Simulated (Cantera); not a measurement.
Cantera run:

```python
import numpy as np
import cantera as ct

gas_names = """
    B BF BF2 BF3 BN B2 F F2 N NF NF2 NF3 N2
""".split()
cond_names = """
    B(b) B(L) BN(s)
""".split()


# ... load() reads the species with a 1 bar reference pressure and builds the phases ...
atoms = {
    'BN': {'B': 1, 'N': 1},
    'F2': {'F': 2},
}
top_T = {'BN(s)': 3200}  # K; cautious upper limits of use, not melting points


# ... equilibrate(T, P, feed) seeds the gas with the atoms and calls Mixture.equilibrate('TP', solver="vcs", rtol=1e-11, max_steps=5000) ...
results = []
feed = {'BN': 1, 'F2': 1.9}  # mol
T = 1798.15  # K
P = 133.322  # Pa
mix = equilibrate(T, P, feed)
results.append((T, P, feed, dict(zip(mix.species_names, mix.species_moles))))
print(gas.report(threshold=0.0001))
for i in range(1, mix.n_phases):
    print(f"{mix.phase(i).name:16s} {mix.phase_moles(i):12.5e} mol")
```

Output:

```
       temperature   1798.2 K
          pressure   133.32 Pa
           density   0.00037613 kg/m^3
  mean mol. weight   42.179 kg/kmol
   phase of matter   gas

                          1 kg             1 kmol
                     ---------------   ---------------
          enthalpy       -9.4035e+06       -3.9663e+08  J
   internal energy        -9.758e+06       -4.1158e+08  J
           entropy            8323.3        3.5107e+05  J/K
    Gibbs function        -2.437e+07       -1.0279e+09  J
 heat capacity c_p            1187.9             50104  J/K
 heat capacity c_v            990.76             41789  J/K

                      mass frac. Y      mole frac. X     chem. pot. / RT
                     ---------------   ---------------   ---------------
               BF3           0.69894           0.43478           -121.56
                 F           0.15667           0.34782               -24
                N2           0.14439           0.21739           -34.734
     [  +10 minor]        2.2252e-06        2.4419e-06

B(b)              0.00000e+00 mol
BN(s)             0.00000e+00 mol
```

Equilibrium computed with Cantera from the NASA thermochemical tables; the gas is ideal and each condensed phase is pure.
